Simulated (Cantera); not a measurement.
A perfectly stirred reactor is fed with C3H8 : O2 : N2 = 1 : 12.2 : 45.9 (molar parts), equivalence ratio 0.41, at 900 Torr; it is adiabatic with a 700 K inlet, and is followed from long to short residence time, starting on the burning branch (τ in s: 0.02, 0.0094, 0.0043, 0.002, 0.0009, 0.00041, 0.00019, 8.7e-05, 4e-05, 1.8e-05, 8.4e-06).

Model: GRI-Mech 3.0 (53 species, 325 reactions), integrated in Cantera. GRI-Mech 3.0 was tuned for natural gas; its chemistry of propane as a main component is partial and can be far from experiment.

Task: What does this change do: 2.7 parts CO2 added?

Result: 
```json
[
 {"quantity": "blow-out, bracketed by the residence times tried", "before": "burning at 0.410 ms, out at 0.190 ms", "after": "burning at 0.410 ms, out at 0.190 ms"},
 {"quantity": "x(C3H8) at τ = 20.0 ms", "before": "3.53e-6", "after": "4.54e-6"},
 {"quantity": "x(O2) at τ = 20.0 ms", "before": "0.120", "after": "0.115"},
 {"quantity": "x(NO) at τ = 20.0 ms", "before": "6.01e-6", "after": "3.65e-6"},
 {"quantity": "x(CH2) at τ = 20.0 ms", "before": "3.65e-8", "after": "3.47e-8"},
 {"quantity": "x(CH2O) at τ = 20.0 ms", "before": "2.38e-6", "after": "2.90e-6"},
 {"quantity": "x(C3H8) at τ = 0.410 ms", "before": "5.92e-5", "after": "9.30e-5"},
 {"quantity": "x(O2) at τ = 0.410 ms", "before": "0.125", "after": "0.122"},
 {"quantity": "x(NO) at τ = 0.410 ms", "before": "1.27e-6", "after": "5.50e-7"},
 {"quantity": "x(CH2) at τ = 0.410 ms", "before": "1.04e-6", "after": "1.07e-6"},
 {"quantity": "x(CH2O) at τ = 0.410 ms", "before": "5.28e-5", "after": "7.20e-5"}
]
```

Task: What does this change do: inlet temperature 700 to 650 K?

Result: 
```tsv
quantity	before	after
blow-out, bracketed by the residence times tried	burning at 0.410 ms, out at 0.190 ms	burning at 0.410 ms, out at 0.190 ms
x(C3H8) at τ = 20.0 ms	3.53e-6	4.28e-6
x(O2) at τ = 20.0 ms	0.120	0.120
x(NO) at τ = 20.0 ms	6.01e-6	4.39e-6
x(CH2) at τ = 20.0 ms	3.65e-8	3.58e-8
x(CH2O) at τ = 20.0 ms	2.38e-6	2.73e-6
x(C3H8) at τ = 0.410 ms	5.92e-5	8.15e-5
x(O2) at τ = 0.410 ms	0.125	0.126
x(NO) at τ = 0.410 ms	1.27e-6	7.62e-7
x(CH2) at τ = 0.410 ms	1.04e-6	1.08e-6
x(CH2O) at τ = 0.410 ms	5.28e-5	6.57e-5
```
